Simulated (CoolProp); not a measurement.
2000 sccm (0 °C, 1 atm) of nitrogen bubbles through liquid octamethylcyclotetrasiloxane (D4) at 334 K and leaves saturated at a total pressure of 0.0218 MPa (ideal gas phase). Each further row changes one setting.

Model: reference Helmholtz-energy equation of state, Thol 2015, in CoolProp.

```
case                       vapour pressure (kPa)  mole fraction of vapour  delivery (mg/min)  delivery (sccm)  change of delivery for a bath 1 K warmer (%)
-------------------------  ---------------------  -----------------------  -----------------  ---------------  --------------------------------------------
as stated                                   1.35                   0.0618               1740              132                                           6.1
bath temperature 339 K                         …                   0.0810               2330                …                                           5.9
total pressure 0.0436 MPa                   1.35                   0.0309                  …             63.7                                           5.9
```

**Question.** Fill in the missing entries.

**Answer.** 
- bath temperature 339 K, vapour pressure (kPa): 1.77
- bath temperature 339 K, delivery (sccm): 176
- total pressure 0.0436 MPa, delivery (mg/min): 843
